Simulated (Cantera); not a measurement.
A Cantera script and what it prints.

```python
import numpy as np
import cantera as ct

gas_names = """
    CL CL2 H HCL H2 N NH NH2 NH3 N2 N2H2 N2H4 Si SiCL SiCL2 SiCL3 SiCL4 SiH SiHCL3 SiH2 SiH2CL2 SiH3
    SiH3CL SiH4 SiN Si2 Si2N Si3
""".split()
cond_names = """
    NH4CL(a) NH4CL(b) Si(cr) Si(L) Si3N4(a)
""".split()


# ... load() reads the species with a 1 bar reference pressure and builds the phases ...
atoms = {
    'SiCl4': {'Si': 1, 'CL': 4},
    'N2': {'N': 2},
    'H2': {'H': 2},
}
top_T = {'Si3N4(a)': 2400}  # K; cautious upper limits of use, not melting points


# ... equilibrate(T, P, feed) seeds the gas with the atoms and calls Mixture.equilibrate('TP', solver="vcs", rtol=1e-11, max_steps=5000) ...
results = []
feed = {'SiCl4': 1, 'N2': 9.1, 'H2': 15}  # mol
P = 61  # Pa
for T in [998, 1098, 1198, 1298, 1398, 1498, 1598, 1698, 1798]:
    mix = equilibrate(T, P, feed)
    results.append((T, P, feed, dict(zip(mix.species_names, mix.species_moles))))

top = {s: max(r[3][s] / sum(r[3][g] for g in gas_names) for r in results) for s in gas_names}
cols = sorted((s for s in top if top[s] > 0.0001), key=lambda s: -top[s])[:7]
seen = [c for c in cond_names if any(r[3].get(c, 0) > 1e-12 for r in results)]
print("log10 of partial pressures in bar; condensed amounts in mol")
print(f"{'T/K':>10s}" + "".join(f"{s[:9]:>10s}" for s in cols + seen))
for T, P, feed, n in results:
    ng = sum(n[g] for g in gas_names)
    print(f"{T:10.4g}" + "".join(f"{np.log10(max(n[s] / ng * P / 1e5, 1e-99)):10.3f}" for s in cols)
          + "".join(f"{n.get(c, 0):10.4g}" for c in seen))
```

Output:

```
log10 of partial pressures in bar; condensed amounts in mol
       T/K        H2        N2       HCL     SiCL2         H        Si        CL  Si3N4(a)
       998    -3.506    -3.694    -4.019    -9.059   -10.420   -20.553   -10.965    0.3322
      1098    -3.506    -3.694    -4.019    -7.795    -9.360   -17.235    -9.921    0.3322
      1198    -3.506    -3.694    -4.021    -6.750    -8.474   -14.476    -9.051    0.3299
      1298    -3.505    -3.693    -4.032    -5.890    -7.722   -12.147    -8.323    0.3139
      1398    -3.501    -3.688    -4.080    -5.238    -7.075   -10.157    -7.738    0.2503
      1498    -3.493    -3.680    -4.193    -4.828    -6.511    -8.439    -7.305    0.1211
      1598    -3.486    -3.673    -4.330    -4.637    -6.017    -7.029    -6.962         0
      1698    -3.489    -3.674    -4.321    -4.651    -5.584    -6.236    -6.525         0
      1798    -3.497    -3.677    -4.291    -4.700    -5.202    -5.618    -6.112         0
```

Method: chemical equilibrium by Gibbs-energy minimisation in Cantera with the NASA 1993 tables (ideal gas, pure condensed phases). N2 is the only nitrogen source here; it is nearly inert below about 1500 K, so the nitride shown seldom forms there in practice. The tables' values for SiCl, SiCl3, SiN are old estimates; treat these amounts as uncertain. Gases not in the tables: Si2H6 and higher silanes.
